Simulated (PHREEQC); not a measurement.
**Nickel, zinc or cadmium bath**

A solution holds 0.0023 mol/kgw ZnSO4, 4.4e-05 mol/kgw NaOH and 3.8e-05 mol/kgw FeSO4, at 84 °C. Closed to the air; pH follows from the charge balance.

The numbers come from PHREEQC with the ion-association model, wateq4f.dat.

No solid was allowed to form.

Q: What pH, ionic strength does the model give?

A: pH 5.88; ionic strength 0.00725 mol/kgw.

Q: In which forms is Fe present?

A: Fe+2 73 %, FeSO4 27 %, FeOH+ 0.5 % of the Fe.

Saturation is exceeded, for instance for Zincite(c) (slow to form); the values hold only as long as no solid forms. Away from 25 °C the constants follow the database's enthalpies or fits; those with neither stay at their 25 °C values.
